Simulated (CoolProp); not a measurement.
Computed with CoolProp (reference Helmholtz-energy equation of state, Lemmon 2006). It is a short technical equation, of lower accuracy than the large ones.

### Question
Give the vapour pressure (MPa), enthalpy of vaporisation (kJ/kg), vapour Z of saturated acetone at 77.45 °C.

### Answer
| T (°C) | p (MPa) | enthalpy of vaporisation (kJ/kg) | vapour Z |
|---|---|---|---|
| 77.45 | 0.200 | 477 | 0.922 |
